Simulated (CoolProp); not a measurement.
Vapour-liquid equilibrium of R113 (1) + n-heptane (2) at 0.375 bar; x and y are mole fractions of (1).

Values from CoolProp's multi-fluid Helmholtz-energy mixture model, Marx 1992 and Span 2003; pair parameters Bell 2016.

| x | bubble temperature, mixture model (K) | bubble temperature, Raoult's law (K) | y, mixture model | y, Raoult's law |
|---|---|---|---|---|
| 0.05 | 334.3 | 335.7 | 0.254 | 0.217 |
| 0.15 | 323.9 | 327.1 | 0.551 | 0.498 |
| 0.25 | 316.5 | 320.3 | 0.705 | 0.665 |
| 0.35 | 311.1 | 314.7 | 0.794 | 0.771 |
| 0.45 | 307.0 | 310.1 | 0.851 | 0.842 |
| 0.55 | 303.8 | 306.2 | 0.891 | 0.892 |
| 0.65 | 301.1 | 302.8 | 0.921 | 0.929 |
| 0.75 | 298.8 | 299.8 | 0.946 | 0.956 |
| 0.85 | 296.7 | 297.2 | 0.968 | 0.977 |
| 0.95 | 294.7 | 294.8 | 0.989 | 0.993 |

The largest gap from Raoult's law is -3.8 K in bubble temperature, at x = 0.25. No azeotrope shows between x = 0.05 and 0.95.

Pair parameters are fitted to limited data, so mixtures are less certain than the pure fluids.
